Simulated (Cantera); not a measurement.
A closed system holds: 1 mol Pb, 0.19 mol H2, equilibrated at 0.100 bar.

These are equilibrium values from Cantera (NASA tables, ideal gas, pure condensed phases), not measurements of a reactor. Candidate condensed phases: Pb; 4 gas species. Equilibrium is a limit: real reactors are often held back by kinetics, nucleation or transport.

Which condensed phases are stable at each of these points (T (K)): 450, 550, 650, 750, 850, 950, 1050, 1150, 1250?


| T (K) | condensed phases | Pb condensed (%) |
|---|---|---|
| 450 | Pb(s) | 100.0 |
| 550 | Pb(s) | 100.0 |
| 650 | Pb(l) | 100.0 |
| 750 | Pb(l) | 100.0 |
| 850 | Pb(l) | 100.0 |
| 950 | Pb(l) | 100.0 |
| 1050 | Pb(l) | 100.0 |
| 1150 | Pb(l) | 99.9 |
| 1250 | Pb(l) | 99.7 |

From 450 K to 550 K the condensed part is Pb(s). From 650 K to 1250 K the condensed part is Pb(l).
